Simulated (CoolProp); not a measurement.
Vapour-liquid equilibrium of R143a (1) + R152A (2) at 0.91 MPa; x and y are mole fractions of (1).

Model: multi-fluid Helmholtz-energy mixture model, Lemmon and Jacobsen 2000 and Outcalt 1996; pair parameters Bell 2016, in CoolProp.

```json
[
 {"x": "0.05", "bubble temperature, mixture model (°C)": "37.8", "bubble temperature, Raoult's law (°C)": "38.2", "y, mixture model": "0.094", "y, Raoult's law": "0.096"},
 {"x": "0.15", "bubble temperature, mixture model (°C)": "33.7", "bubble temperature, Raoult's law (°C)": "34.7", "y, mixture model": "0.256", "y, Raoult's law": "0.265"},
 {"x": "0.25", "bubble temperature, mixture model (°C)": "30.2", "bubble temperature, Raoult's law (°C)": "31.4", "y, mixture model": "0.389", "y, Raoult's law": "0.408"},
 {"x": "0.35", "bubble temperature, mixture model (°C)": "27.1", "bubble temperature, Raoult's law (°C)": "28.4", "y, mixture model": "0.501", "y, Raoult's law": "0.530"},
 {"x": "0.45", "bubble temperature, mixture model (°C)": "24.4", "bubble temperature, Raoult's law (°C)": "25.6", "y, mixture model": "0.599", "y, Raoult's law": "0.633"},
 {"x": "0.55", "bubble temperature, mixture model (°C)": "21.9", "bubble temperature, Raoult's law (°C)": "22.9", "y, mixture model": "0.685", "y, Raoult's law": "0.723"},
 {"x": "0.65", "bubble temperature, mixture model (°C)": "19.7", "bubble temperature, Raoult's law (°C)": "20.5", "y, mixture model": "0.763", "y, Raoult's law": "0.800"},
 {"x": "0.75", "bubble temperature, mixture model (°C)": "17.6", "bubble temperature, Raoult's law (°C)": "18.2", "y, mixture model": "0.836", "y, Raoult's law": "0.867"},
 {"x": "0.85", "bubble temperature, mixture model (°C)": "15.7", "bubble temperature, Raoult's law (°C)": "16.0", "y, mixture model": "0.904", "y, Raoult's law": "0.925"},
 {"x": "0.95", "bubble temperature, mixture model (°C)": "13.8", "bubble temperature, Raoult's law (°C)": "13.9", "y, mixture model": "0.968", "y, Raoult's law": "0.977"}
]
```

The largest gap from Raoult's law is -1.3 K in bubble temperature, at x = 0.35. No azeotrope shows between x = 0.05 and 0.95.

Pair parameters are fitted to limited data, so mixtures are less certain than the pure fluids.
